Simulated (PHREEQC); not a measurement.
A made-up water analysis in mg/kgw, 25 °C, pH 7.24, pe 9:

| constituent | mg/kgw |
|---|---|
| Na | 21.7 |
| K | 0.437 |
| Ca | 24.6 |
| Mg | 8.72 |
| Cl | 62.9 |
| S(6) as SO4 | 54 |
| Alkalinity as HCO3 | 2.92 |
| Li | 0.00513 |
| Si as SiO2 | 0.0698 |
| Zn | 0.107 |
| Cd | 0.243 |

Valence states are taken as typed.

Model: ion-association model, phreeqc.dat, run in PHREEQC.

Task: The ionic strength comes out as 0.00425 mol/kgw. What activity coefficients do Mg+2, K+, SO4-2, Cd+2, NaSO4- get?

Result: Mg+2 0.76, K+ 0.93, SO4-2 0.76, Cd+2 0.76, NaSO4- 0.93.

This is a speciation only: nothing precipitates in the calculation. Complexes and solids missing from the database can't appear.
